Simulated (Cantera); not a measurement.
An isothermal, constant-pressure homogeneous reactor starts with C2H6 : N2 = 1 : 1.2 (molar parts), at 1148 K and 0.0130 bar. Integrator tolerance rtol = 1e-08.

Computed with Cantera and GRI-Mech 3.0 (53 species, 325 reactions). GRI-Mech 3.0 stops at C3 and has no aromatics, soot or wall deposition, so with more carbon than oxygen in the feed, carbon stays in small species such as C2H2 where larger ones or solid carbon would form. Radical loss at walls, strong at low pressure, is not modelled.

**Question.** What does this change do: temperature 1148 to 1425 K?

**Answer.** 
```tsv
quantity	before	after
x(C2H6) at 100 s	0.000103 (gas-phase equilibrium 2.48e-5)	3.56e-6 (gas-phase equilibrium 6.92e-8)
x(HCN) at 100 s	9.99e-12 (gas-phase equilibrium 0.0703)	2.20e-8 (gas-phase equilibrium 0.0976)
x(C2H) at 100 s	5.05e-11 (gas-phase equilibrium 1.80e-11)	1.58e-8 (gas-phase equilibrium 1.90e-8)
x(H) at 100 s	1.09e-6 (gas-phase equilibrium 3.68e-7)	2.59e-5 (gas-phase equilibrium 4.14e-5)
x(CH3) at 100 s	3.19e-6 (gas-phase equilibrium 2.51e-6)	6.16e-5 (gas-phase equilibrium 6.38e-6)
```

**Question.** What does this change do: pressure from 0.0130 bar to 0.000690 bar?

**Answer.** 
```
quantity                                             before                                      after
----------------  -----------------------------------------  -----------------------------------------
x(C2H6) at 100 s   0.000103 (gas-phase equilibrium 2.48e-5)    7.10e-5 (gas-phase equilibrium 1.65e-7)
x(HCN) at 100 s     9.99e-12 (gas-phase equilibrium 0.0703)    9.82e-11 (gas-phase equilibrium 0.0736)
x(C2H) at 100 s   5.05e-11 (gas-phase equilibrium 1.80e-11)  3.20e-11 (gas-phase equilibrium 8.46e-11)
x(H) at 100 s       1.09e-6 (gas-phase equilibrium 3.68e-7)    1.13e-6 (gas-phase equilibrium 1.87e-6)
x(CH3) at 100 s     3.19e-6 (gas-phase equilibrium 2.51e-6)    8.35e-6 (gas-phase equilibrium 8.87e-7)
```
